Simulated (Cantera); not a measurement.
An isothermal plug-flow reactor at 800 K and 4.93 atm (inlet), inlet velocity 12 m/s, active area per volume 2000 1/m; feed CH4 : O2 : N2 : H2O = 0.035 : 0.014 : 0.79 : 0.028 (molar parts), equivalence ratio 5.0.

Model: Deutschmann's 1995 Pt surface mechanism with GRI-Mech 3.0 gas chemistry, integrated in Cantera. Catalytic surfaces can have several steady states; this one follows from the mechanism file's or the stated starting coverage. Mass transfer to the wall is taken as infinitely fast.

x: gas mole fraction; θ: surface coverage.

```tsv
z (m)	x CH4	x O2	x H2O	x CO2	x CO	θ free Pt	θ O*	θ OH*	θ CO*	θ C*
0.00028	0.0398	0.0151	0.0334	0.000299	0.000270	0.346	0.0165	(withheld)	0.631	0.00190
0.00061	0.0394	0.0144	0.0342	0.000543	0.000436	0.300	0.0111	(withheld)	0.683	0.00201
0.0013	0.0388	0.0133	0.0354	0.000887	0.000687	0.255	0.00645	(withheld)	0.734	0.00234
0.0028	0.0379	0.0119	0.0371	0.00130	0.00111	0.210	0.00291	(withheld)	0.782	0.00324
0.0061	0.0368	0.0100	0.0393	0.00165	0.00188	0.168	0.000713	(withheld)	0.823	0.00766
0.013	0.0356	0.00815	0.0417	0.00172	0.00302	0.116	8.49e-6	(withheld)	0.618	0.266
0.028	0.0347	0.00682	0.0435	0.00173	0.00390	0.0718	1.17e-6	(withheld)	0.302	0.625
```

**Question.** What belongs in the gaps?

**Answer.** 
- 0.00028, θ OH*: 0.00399
- 0.00061, θ OH*: 0.00314
- 0.0013, θ OH*: 0.00230
- 0.0028, θ OH*: 0.00149
- 0.0061, θ OH*: 0.000701
- 0.013, θ OH*: 2.77e-5
- 0.028, θ OH*: 4.46e-6
